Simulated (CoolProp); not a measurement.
Properties of R113 along the isotherm 500 K (Tc = 487.2 K, pc = 3.392 MPa, ω = 0.253).

Computed with CoolProp (reference Helmholtz-energy equation of state, Marx 1992).

```tsv
p (MPa)	phase	density (kg/m³)	isothermal compressibility (1/MPa)
3.39	gas	275.1	0.7268
6.78	supercritical	956.9	0.04215
10.2	supercritical	1050	0.01873
13.6	supercritical	1105	0.01223
17	supercritical	1146	0.009137
20.4	supercritical	1178	0.007322
23.7	supercritical	1204	0.006153
27.1	supercritical	1228	0.005293
30.5	supercritical	1249	0.004650
33.9	supercritical	1267	0.004150
```
